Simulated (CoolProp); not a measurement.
n-pentane at 293.15 K and 0.384 MPa flows at 3 m/s in a round tube of 12.7 mm bore and 1.5 µm roughness, fully developed (64/Re and Nu = 3.66 if laminar; Colebrook and Gnielinski if turbulent). Each further row changes one setting.

Computed with CoolProp (reference Helmholtz-energy equation of state, Thol 2019).

```tsv
case	Reynolds number	Darcy friction factor	pressure drop (Pa/m)	heat-transfer coefficient (W/(m² K))	mass flow (kg/h)
as stated	126000	(withheld)	3960	5110	857
velocity 6 m/s	251000	0.0160	(withheld)	(withheld)	1710
diameter 25.4 mm	251000	0.0155	1720	4600	(withheld)
```

Problem. What belongs in the gaps?

Solution. 
- as stated, Darcy friction factor: 0.0179
- velocity 6 m/s, pressure drop (Pa/m): 14200
- velocity 6 m/s, heat-transfer coefficient (W/(m² K)): 9430
- diameter 25.4 mm, mass flow (kg/h): 3430

Viscosity comes from a separate model (Quiñones-Cisneros 2006), older than the equation that it now runs on, and unchecked against measurements. Thermal conductivity comes from a separate model (Vassiliou 2015).
